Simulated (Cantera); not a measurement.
An adiabatic, constant-pressure homogeneous reactor starts with CH4 : O2 : N2 : H2O = 1 : 4.35 : 16.3 : 0.51 (molar parts), equivalence ratio 0.46, at 1223 K and 3750 Torr. Integrator tolerance rtol = 1e-08.

Model: GRI-Mech 3.0 (53 species, 325 reactions), integrated in Cantera.

Q: What does this change do: initial temperature 1223 to 1750 K?

A: 
| quantity | before | after |
|---|---|---|
| time of steepest temperature rise | 5.26 ms | 35.8 µs |
| temperature at 1.00 s | 2143 K | 2550 K |
| equilibrium temperature | 2143 K | 2550 K |
| x(CH4) at 1.00 s | <1e-12 (gas-phase equilibrium <1e-12) | <1e-12 (gas-phase equilibrium <1e-12) |
| x(O2) at 1.00 s | 0.102 (gas-phase equilibrium 0.102) | 0.0957 (gas-phase equilibrium 0.0957) |
| x(H2O) at 1.00 s | 0.112 (gas-phase equilibrium 0.112) | 0.106 (gas-phase equilibrium 0.106) |
| x(H) at 1.00 s | 2.04e-5 (gas-phase equilibrium 2.04e-5) | 0.000480 (gas-phase equilibrium 0.000480) |
| x(CH2) at 1.00 s | <1e-12 (gas-phase equilibrium <1e-12) | <1e-12 (gas-phase equilibrium <1e-12) |
| x(NO) at 1.00 s | 0.00742 (gas-phase equilibrium 0.00744) | 0.0163 (gas-phase equilibrium 0.0163) |

Q: What does this change do: CH4 1 to 2.7 parts?

A: 
```csv
quantity,before,after
time of steepest temperature rise,5.26 ms,8.57 ms
temperature at 1.00 s,2143 K,2698 K
equilibrium temperature,2143 K,2698 K
x(CH4) at 1.00 s,<1e-12 (gas-phase equilibrium <1e-12),<1e-12 (gas-phase equilibrium <1e-12)
x(O2) at 1.00 s,0.102 (gas-phase equilibrium 0.102),0.00146 (gas-phase equilibrium 0.00146)
x(H2O) at 1.00 s,0.112 (gas-phase equilibrium 0.112),0.196 (gas-phase equilibrium 0.196)
x(H) at 1.00 s,2.04e-5 (gas-phase equilibrium 2.04e-5),0.00464 (gas-phase equilibrium 0.00464)
x(CH2) at 1.00 s,<1e-12 (gas-phase equilibrium <1e-12),<1e-12 (gas-phase equilibrium <1e-12)
x(NO) at 1.00 s,0.00742 (gas-phase equilibrium 0.00744),0.00241 (gas-phase equilibrium 0.00241)
```
